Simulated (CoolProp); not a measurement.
Vapour-liquid equilibrium of C2F6 (R116) (1) + R22 (2) at 209.3 K; x and y are mole fractions of (1).

Model: multi-fluid Helmholtz-energy mixture model, Lemmon 2006 and Kamei 1995; pair parameters Bell 2016, in CoolProp.

```
x     bubble pressure, mixture model (MPa)  bubble pressure, Raoult's law (MPa)  y, mixture model  y, Raoult's law
----  ------------------------------------  -----------------------------------  ----------------  ---------------
0.05                               0.08594                              0.03871             0.659            0.265
0.2                                 0.1595                              0.06501             0.828            0.632
0.35                                0.1762                              0.09131             0.849            0.787
0.5                                 0.1807                               0.1176             0.856            0.873
0.65                                0.1858                               0.1439             0.868            0.927
0.8                                 0.1940                               0.1702             0.896            0.965
0.95                                0.2031                               0.1965             0.963            0.992
```

The largest gap from Raoult's law is +145.3 % in bubble pressure, at x = 0.2. No azeotrope shows between x = 0.05 and 0.95.

The pair parameters rest on a limited set of measurements; away from them the model extrapolates. With so large a gap from Raoult's law the liquid may split in two, which this calculation doesn't test in full.
